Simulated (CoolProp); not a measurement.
Vapour-liquid equilibrium of R134a (1) + R227EA (2) at 324.4 K; x and y are mole fractions of (1).

The numbers come from the multi-fluid Helmholtz-energy mixture model, Tillner-Roth 1994 and Lemmon 2016; pair parameters Bell 2016 in CoolProp.

```
x     bubble pressure (MPa)  y at the bubble point  dew pressure at overall composition x (MPa)  liquid density (mol/L)
----  ---------------------  ---------------------  -------------------------------------------  ----------------------
0.05                 0.9720                  0.068                                       0.9651                   7.553
0.15                  1.022                  0.195                                        1.004                   7.792
0.25                  1.070                  0.310                                        1.045                       ?
0.35                  1.117                  0.417                                            ?                   8.322
0.45                  1.160                  0.517                                        1.131                   8.617
0.55                  1.202                  0.611                                            ?                   8.936
0.65                  1.241                  0.701                                        1.219                   9.281
0.75                  1.278                  0.788                                        1.262                       ?
0.85                  1.313                  0.873                                        1.304                       ?
0.95                      ?                  0.958                                        1.342                   10.51
```

### Question
Some entries are withheld; supply them.

### Answer

- 0.25, liquid density (mol/L): 8.048
- 0.35, dew pressure at overall composition x (MPa): 1.087
- 0.55, dew pressure at overall composition x (MPa): 1.175
- 0.75, liquid density (mol/L): 9.656
- 0.85, liquid density (mol/L): 10.06
- 0.95, bubble pressure (MPa): 1.345

No azeotrope shows between x = 0.05 and 0.95.

The pair parameters rest on a limited set of measurements; away from them the model extrapolates.
